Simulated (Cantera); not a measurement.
Feed: 1 mol Si3N4, 0.17 mol N2O, 1.2 mol N2, at 140000 Pa.

Equilibrium computed with Cantera from the NASA thermochemical tables; the gas is ideal and each condensed phase is pure. Candidate condensed phases: Si, SiO2, Si2N2O, Si3N4; 16 gas species. Mutual solubility and eutectic melting of coexisting phases are not modelled. The numbers say what is thermodynamically allowed, not how fast it happens. All values below are at 1377 °C.

Base state: N2 1.000 (mole fractions); condensed: Si2N2O(s) + Si3N4(s).

### Question
What changes in the equilibrium state with this change: Si3N4 replaced by SiC?

### Answer
```csv
species,before,after
N2,1.000,0.999
CO,0,0.000765
"Si2N2O(s), mol",0.170,0.169
"Si3N4(s), mol",0.887,0.220
"C(graphite), mol",0,0.999
```
Further candidate phases: C, SiC.
